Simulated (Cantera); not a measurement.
Input (Python, Cantera):

```python
import numpy as np
import cantera as ct

gas = ct.Solution("gri30.yaml")
gas.TPX = 975, 13332, {'H2': 1.2, 'O2': 2.1, 'N2': 13}
reactor = ct.IdealGasConstPressureReactor(gas, energy="off", clone=False)
net = ct.ReactorNet([reactor])
net.rtol, net.atol = 1e-08, 1e-18
show = ['H2', 'O2', 'H', 'OH', 'O']
times = np.geomspace(1e-05, 80, 12)

steps = ct.SolutionArray(gas, extra=["t"])
rows = []
print(f"{'t/s':>10s}{'T/K':>9s}{'P/Pa':>11s}" + "".join(f"{s:>11s}" for s in show))
for t in times:
    while net.time < t:
        t_next = net.step()
        steps.append(gas.state, t=t_next)
    rows.append([np.interp(t, steps.t, y) for y in (steps.T, steps.P, *steps(*show).X.T)])
    print(f"{t:10.3e}{rows[-1][0]:9.1f}{rows[-1][1]:11.4g}" + "".join(f"{x:11.3e}" for x in rows[-1][2:]))
rate = np.gradient(steps.T, steps.t)
print("integrator steps:", len(steps.t))
if steps.T.max() > steps.T[0] + 200:
    print(f"time of steepest temperature rise: {steps.t[rate.argmax()]:.4e} s")
gas.TPX = 975, 13332, {'H2': 1.2, 'O2': 2.1, 'N2': 13}
gas.equilibrate("TP")
print(f"equilibrium (TP): T = {gas.T:.1f} K  " + "  ".join(f"{s} {gas[s].X[0]:.3e}" for s in show))
```

It prints:

```
       t/s      T/K       P/Pa         H2         O2          H         OH          O
 1.000e-05    975.0  1.333e+04  7.362e-02  1.288e-01  4.417e-12  1.310e-13  1.745e-13
 4.242e-05    975.0  1.333e+04  7.362e-02  1.288e-01  1.910e-11  1.202e-12  2.525e-12
 1.799e-04    975.0  1.333e+04  7.362e-02  1.288e-01  1.475e-10  1.299e-11  3.662e-11
 7.632e-04    975.0  1.333e+04  7.362e-02  1.288e-01  3.772e-08  3.500e-09  1.025e-08
 3.238e-03    975.0  1.333e+04  5.342e-03  9.761e-02  4.856e-03  9.621e-04  1.711e-03
 1.373e-02    975.0  1.333e+04  2.664e-04  9.563e-02  7.281e-06  5.179e-05  3.646e-05
 5.825e-02    975.0  1.333e+04  3.021e-05  9.555e-02  2.298e-07  1.593e-05  3.360e-06
 2.471e-01    975.0  1.333e+04  1.533e-06  9.554e-02  4.950e-09  5.275e-06  2.614e-07
 1.048e+00    975.0  1.333e+04  3.550e-08  9.554e-02  1.321e-10  1.809e-06  2.852e-08
 4.446e+00    975.0  1.333e+04  2.046e-09  9.554e-02  8.886e-12  7.515e-07  4.968e-09
 1.886e+01    975.0  1.333e+04  3.848e-10  9.554e-02  8.836e-13  3.474e-07  1.069e-09
 8.000e+01    975.0  1.333e+04  8.896e-11  9.554e-02  1.047e-13  1.691e-07  2.541e-10
integrator steps: 1768
equilibrium (TP): T = 975.0 K  H2 2.775e-11  O2 9.553e-02  H 1.661e-14  OH 8.303e-08  O 6.147e-11
```

Detailed kinetics in Cantera: GRI-Mech 3.0 (53 species, 325 reactions). Radical loss at walls, strong at low pressure, is not modelled. The temperature is held fixed by assumption; the heat of reaction is taken as removed at once.
